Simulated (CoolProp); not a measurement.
Vapour pressure (MPa) of acetone: the reference equation beside estimates from Tc = 508.1 K, pc = 4.692 MPa, ω = 0.307.

Model: reference Helmholtz-energy equation of state, Lemmon 2006, in CoolProp. It is a short technical equation, of lower accuracy than the large ones.

```csv
T (K),reference,van der Waals,Redlich-Kwong,Peng-Robinson
233.8,0.0007586,0.07267,0.003098,0.0007536
245.2,0.001729,0.1022,0.006392,0.001710
256.6,0.003617,0.1395,0.01216,0.003570
268.1,0.007074,0.1861,0.02169,0.006973
279.5,0.01290,0.2423,0.03628,0.01272
291,0.02238,0.3100,0.05793,0.02207
302.4,0.03679,0.3889,0.08820,0.03632
313.9,0.05823,0.4815,0.1297,0.05756
325.3,0.08843,0.5870,0.1841,0.08756
336.8,0.1304,0.7081,0.2545,0.1293
348.2,0.1861,0.8434,0.3421,0.1850
359.7,0.2597,0.9960,0.4509,0.2586
371.1,0.3531,1.164,0.5813,0.3523
382.6,0.4715,1.351,0.7380,0.4715
```

Absolute difference from the reference over all 14 rows, mean and median: van der Waals 2027.5 and 842.0 %, Redlich-Kwong 150.4 and 131.2 %, Peng-Robinson 0.9 and 1.0 %.
